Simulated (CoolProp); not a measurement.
Carbon dioxide along the isobar 10.8 MPa: fugacity coefficient from the reference equation and from simpler models built on Tc = 304.1 K, pc = 7.377 MPa, ω = 0.224; each cubic takes its own stable root.

The numbers come from the reference Helmholtz-energy equation of state, Span 1996 in CoolProp.

```json
[
 {"T (K)": "224.3", "phase": "liquid", "reference": "0.07386", "Soave-Redlich-Kwong": "0.07584", "Peng-Robinson": "0.07303"},
 {"T (K)": "247.7", "phase": "liquid", "reference": "0.1564", "Soave-Redlich-Kwong": "0.1611", "Peng-Robinson": "0.1542"},
 {"T (K)": "271.1", "phase": "liquid", "reference": "0.2764", "Soave-Redlich-Kwong": "0.2854", "Peng-Robinson": "0.2727"},
 {"T (K)": "294.5", "phase": "liquid", "reference": "0.4251", "Soave-Redlich-Kwong": "0.4378", "Peng-Robinson": "0.4185"},
 {"T (K)": "317.9", "phase": "supercritical", "reference": "0.5790", "Soave-Redlich-Kwong": "0.5896", "Peng-Robinson": "0.5641"},
 {"T (K)": "341.2", "phase": "supercritical", "reference": "0.6834", "Soave-Redlich-Kwong": "0.6925", "Peng-Robinson": "0.6635"},
 {"T (K)": "364.6", "phase": "supercritical", "reference": "0.7507", "Soave-Redlich-Kwong": "0.7618", "Peng-Robinson": "0.7317"},
 {"T (K)": "388", "phase": "supercritical", "reference": "0.8007", "Soave-Redlich-Kwong": "0.8141", "Peng-Robinson": "0.7840"},
 {"T (K)": "411.4", "phase": "supercritical", "reference": "0.8394", "Soave-Redlich-Kwong": "0.8550", "Peng-Robinson": "0.8255"},
 {"T (K)": "434.8", "phase": "supercritical", "reference": "0.8702", "Soave-Redlich-Kwong": "0.8876", "Peng-Robinson": "0.8590"},
 {"T (K)": "458.2", "phase": "supercritical", "reference": "0.8950", "Soave-Redlich-Kwong": "0.9139", "Peng-Robinson": "0.8863"},
 {"T (K)": "481.5", "phase": "supercritical", "reference": "0.9152", "Soave-Redlich-Kwong": "0.9352", "Peng-Robinson": "0.9087"},
 {"T (K)": "504.9", "phase": "supercritical", "reference": "0.9318", "Soave-Redlich-Kwong": "0.9526", "Peng-Robinson": "0.9273"}
]
```
